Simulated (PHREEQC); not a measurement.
Leach liquor: an equilibrium model

Consider water at 25 °C with 0.0028 mol HCl, 0.13 mol ZnSO4 and 0.0014 mol MnSO4 per kg of water. Closed to the air; pH follows from the charge balance.

Computed with PHREEQC (ion-association model, phreeqc.dat).

```
Item                      Value
----------------  -------------
pH                         3.02
ionic strength    0.262 mol/kgw
density             1.018 g/cm³
total alkalinity   -2.80 meq/kg
```

```tsv
species	molality	activity	log γ
Zn+2	0.0647	0.0175	-0.567
ZnSO4	0.0478	0.0508	0.026
SO4-2	0.0468	0.0124	-0.578
Zn(SO4)2-2	0.0173	0.00511	-0.530
Cl-	0.00267	0.00186	-0.158
HSO4-	0.00158	0.00116	-0.133
```

This is a speciation only: nothing precipitates in the calculation.
